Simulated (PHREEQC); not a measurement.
Make-up at 20 °C: 0.002 mol HF, 0.00034 mol NaF, 0.015 mol H2SiF6 and 0.00067 mol H2SO4 per kg of water. Closed to the air; pH follows from the charge balance.

The numbers come from PHREEQC with the ion-association model, phreeqc.dat.

| quantity | before | after |
|---|---|---|
| pH | 1.59 | 1.60 |
| ionic strength (mol/kgw) | 0.0449 | 0.0500 |
| SiF6-2 (mol/kgw) | 0.0145 | 0.0162 |
| H4SiO4 (mol/kgw) | 0.000525 | 0.000801 |
| HF2- (mol/kgw) | 3.63e-6 | 3.29e-6 |
| NaSO4- (mol/kgw) | 2.30e-7 | 2.91e-6 |
| SI of Chalcedony (SiO2) | +0.34 | +0.52 |

**Question.** Which change was made?
A) H2SiF6 from 0.015 to 0.0135 mol/kgw
B) HF replaced by Na2SiF6 at the same molality
C) 0.00054 mol/kgw NaOH added
D) HF from 0.002 to 0.0018 mol/kgw
E) HF from 0.002 to 0.003 mol/kgw

**Answer.** B, HF replaced by Na2SiF6 at the same molality

Precipitation was switched off in this run. Some of these states are supersaturated (in Quartz (slow to form), Chalcedony (slow to form), for instance). SiF6-2 is the database's only silicon fluoride.
